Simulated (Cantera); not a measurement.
An isothermal, constant-pressure homogeneous reactor starts with 85.5 % NO, 14.5 % N2, at 1850 K and 0.987 atm.

Model: GRI-Mech 3.0 (53 species, 325 reactions), integrated in Cantera.

x: mole fraction; the columns are a selection and need not sum to one.

```tsv
t (s)	x NO	x NO2	x N2O	x N2	x O2
4.00e-6	0.855	1.75e-7	…	0.145	1.10e-9
1.35e-5	0.855	1.52e-6	…	0.145	1.01e-8
4.57e-5	0.855	9.04e-6	…	0.145	7.45e-8
0.000154	0.855	3.76e-5	…	0.145	6.02e-7
0.000522	0.854	0.000138	…	0.145	8.85e-6
0.00176	0.854	0.000356	…	0.146	0.000163
0.00596	0.851	0.000442	0.000312	0.147	0.00122
0.0201	0.844	0.000503	0.000308	0.150	0.00500
0.0681	0.819	0.000654	0.000287	0.163	0.0175
0.230	0.742	0.000915	…	0.201	0.0557
0.777	0.553	0.00107	…	0.296	0.150
2.63	0.270	0.000722	…	0.437	0.292
8.88	0.0713	0.000220	…	0.537	0.391
30.0	0.0139	4.44e-5	…	0.566	0.420
```

Question: Fill in the missing entries.

Answer: 
- 4.00e-6, x N2O: 1.04e-6
- 1.35e-5, x N2O: 3.51e-6
- 4.57e-5, x N2O: 1.17e-5
- 0.000154, x N2O: 3.79e-5
- 0.000522, x N2O: 0.000111
- 0.00176, x N2O: 0.000243
- 0.230, x N2O: 0.000232
- 0.777, x N2O: 0.000126
- 2.63, x N2O: 2.94e-5
- 8.88, x N2O: 2.25e-6
- 30.0, x N2O: 3.47e-7
